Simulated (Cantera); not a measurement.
An isothermal, constant-pressure homogeneous reactor starts with CH4 : N2 = 1 : 12 (molar parts), at 1875 K and 165 Torr. Integrator tolerance rtol = 1e-08.

Computed with Cantera and GRI-Mech 3.0 (53 species, 325 reactions). GRI-Mech 3.0 stops at C3 and has no aromatics, soot or wall deposition, so with more carbon than oxygen in the feed, carbon stays in small species such as C2H2 where larger ones or solid carbon would form.

Task: What does this change do: N2 12 to 3.3 parts?

Result: 
```
quantity                                              before                                      after
-----------------  -----------------------------------------  -----------------------------------------
x(CH4) at 2.00 s     4.74e-5 (gas-phase equilibrium 2.41e-5)  0.000340 (gas-phase equilibrium 0.000233)
x(HCN) at 2.00 s      5.51e-5 (gas-phase equilibrium 0.0542)      3.24e-5 (gas-phase equilibrium 0.101)
x(H2) at 2.00 s          0.107 (gas-phase equilibrium 0.107)        0.282 (gas-phase equilibrium 0.282)
x(C2H6) at 2.00 s  2.35e-10 (gas-phase equilibrium 5.94e-11)    4.50e-9 (gas-phase equilibrium 2.10e-9)
x(C2H) at 2.00 s     1.82e-6 (gas-phase equilibrium 4.38e-7)    2.96e-6 (gas-phase equilibrium 1.37e-6)
x(C2H2) at 2.00 s     0.0356 (gas-phase equilibrium 0.00857)      0.0941 (gas-phase equilibrium 0.0435)
x(C2H4) at 2.00 s    1.18e-5 (gas-phase equilibrium 2.84e-6)    8.24e-5 (gas-phase equilibrium 3.81e-5)
```
